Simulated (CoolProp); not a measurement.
Properties of methanol along the isobar 0.101 MPa (Tc = 513.4 K, pc = 8.216 MPa, ω = 0.565).

Model: reference Helmholtz-energy equation of state, de Reuck 1993, in CoolProp.

| T (K) | phase | cp (kJ/(kg K)) | Joule-Thomson coefficient (K/MPa) |
|---|---|---|---|
| 427.6 | gas | 1.732 | 28.85 |
| 455.1 | gas | 1.787 | 21.06 |
| 482.6 | gas | 1.846 | 15.59 |
| 510 | gas | 1.907 | 11.62 |
| 537.5 | gas | 1.968 | 8.664 |
| 565 | gas | 2.029 | 6.430 |
| 592.5 | gas | 2.089 | 4.729 |
| 620 | gas | 2.147 | 3.426 |
